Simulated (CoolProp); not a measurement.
R236EA along the isotherm 138.85 °C: fugacity coefficient from the reference equation and from simpler models built on Tc = 139.3 °C, pc = 34.14 bar, ω = 0.368; each cubic takes its own stable root.

Model: reference Helmholtz-energy equation of state, Rui 2013, in CoolProp.

```
p (bar)   phase  reference
-------  ------  ---------
6.67        gas     0.9333
13.3        gas     0.8682
20          gas     0.8032
26.7        gas     0.7375
40       liquid     0.5790
46.7     liquid     0.5126
53.3     liquid     0.4633
60       liquid     0.4244
```

Question: How far does each simpler model (van der Waals, Redlich-Kwong, Soave-Redlich-Kwong, Peng-Robinson) lie from the reference over these 8 states: mean and median of the absolute difference, and the worst?

Answer: 
- van der Waals: mean 6.1 %, median 5.6 %, worst +12.0 % at 138.85 °C and 60 bar
- Redlich-Kwong: mean 1.6 %, median 1.2 %, worst +3.9 % at 138.85 °C and 60 bar
- Soave-Redlich-Kwong: mean 1.6 %, median 1.1 %, worst +3.8 % at 138.85 °C and 60 bar
- Peng-Robinson: mean 1.6 %, median 1.6 %, worst -2.3 % at 138.85 °C and 26.7 bar
